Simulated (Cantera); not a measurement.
Charge: 1 mol Al, 1.6 mol HCl, 0.43 mol H₂, held at 975 K and 1330 Pa.

Method: chemical equilibrium by Gibbs-energy minimisation in Cantera with the NASA 1993 tables (ideal gas, pure condensed phases). The tables' values for AlCl₂ are old estimates; treat these amounts as uncertain. Equilibrium is a limit: real reactors are often held back by kinetics, nucleation or transport.

| species | before | after |
|---|---|---|
| H₂ | 0.676 | 0.638 |
| AlCl₃ | 0.274 | 0.225 |
| AlCl | 0.0417 | 0.119 |
| AlCl₂ | 0.00816 | 0.0171 |
| Al₂Cl₆ | 0.000142 | 3.58e-5 |
| HCl | 7.42e-5 | 0.000167 |
| Al(l), mol | 0.411 | 0.302 |
Gas species are given as mole fractions.

What was changed between the two runs?
A) temperature from 975 K to 450 K
B) HCl from 1.6 to 3.3 mol
C) temperature from 975 K to 400 K
D) temperature from 975 K to 1048 K

D, temperature from 975 K to 1048 K
